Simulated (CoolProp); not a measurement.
Computed with CoolProp (reference Helmholtz-energy equation of state, Schroeder 2014).

Q: Give the vapour pressure (MPa), enthalpy of vaporisation (kJ/kg), vapour Z, surface tension (mN/m) of saturated ethanol at 319.3, 322.1 K.

A: 
```json
[
 {"T (K)": "319.3", "p (MPa)": "0.0244", "enthalpy of vaporisation (kJ/kg)": "896", "vapour Z": "0.988", "surface tension (mN/m)": "19.8"},
 {"T (K)": "322.1", "p (MPa)": "0.0280", "enthalpy of vaporisation (kJ/kg)": "892", "vapour Z": "0.986", "surface tension (mN/m)": "19.6"}
]
```

Surface tension comes from a separate correlation (Mulero 2012).
